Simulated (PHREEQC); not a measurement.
1 kg of water meets 20 L of dry gas (N2 0.69, O2 0.31 by moles) at fixed total pressure, at 30 atm; fugacities by Peng-Robinson. The gases take part in no redox reaction, some water evaporates into the gas, and hydrates or a liquid gas phase aren't modelled. Nothing may precipitate in this run.

Computed with PHREEQC (ion-association model, phreeqc.dat).

Predict dissolved N2 (mol/kgw), dissolved O2 (mol/kgw) at T (°C) = 10, 20, 60, 80, 90.


```csv
T (°C),dissolved N2 (mol/kgw),dissolved O2 (mol/kgw)
10,0.0167,0.0149
20,0.0141,0.0122
60,0.00962,0.00756
80,0.00901,0.00685
90,0.00891,0.00668
```

Away from 25 °C the constants follow the database's enthalpies or fits; those with neither stay at their 25 °C values.
